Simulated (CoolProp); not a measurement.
A simple Rankine cycle with n-hexane: condensing at 315.15 K, boiler at 1.25 MPa, turbine inlet 599 K, turbine efficiency 0.6, pump efficiency 0.7, no recuperator. Each further row changes one setting.

Values from CoolProp's reference Helmholtz-energy equation of state, Thol 2019.

```csv
case,thermal efficiency (%),net work (kJ/kg),heat in (kJ/kg),turbine exit temperature (K),volume ratio over the turbine
as stated,10.6,106,1000,___,31.2
condensing temperature 307.15 K,11.3,116,___,___,42.5
boiler pressure 0.875 MPa,___,97.1,1010,___,21.5
turbine efficiency 0.5,8.8,87.9,1000,560.7,31.6
```

Q: Complete the blanks.

A: 
- as stated, turbine exit temperature (K): 554.1
- condensing temperature 307.15 K, heat in (kJ/kg): 1020
- condensing temperature 307.15 K, turbine exit temperature (K): 550.6
- boiler pressure 0.875 MPa, thermal efficiency (%): 9.6
- boiler pressure 0.875 MPa, turbine exit temperature (K): 559.8
